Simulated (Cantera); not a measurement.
An isothermal, constant-pressure homogeneous reactor starts with H2 : O2 : N2 = 1.6 : 1 : 0.89 (molar parts), at 1175 K and 0.750 atm.

Detailed kinetics in Cantera: the H2/O2 subset of GRI-Mech 3.0, which has no nitrogen chemistry. The temperature is held fixed by assumption; the heat of reaction is taken as removed at once.

One state of this run: x H2 = 0.000272; x O2 = 0.0745; x OH = 8.04e-6; x H2O2 = 2.90e-7; x H = 1.26e-7. x: mole fraction; the columns are a selection and need not sum to one.

### Question
Which value of t (s) does it belong to?
A. 0.122
B. 0.0136
C. 0.0407
D. 30.0

### Answer
B, 0.0136
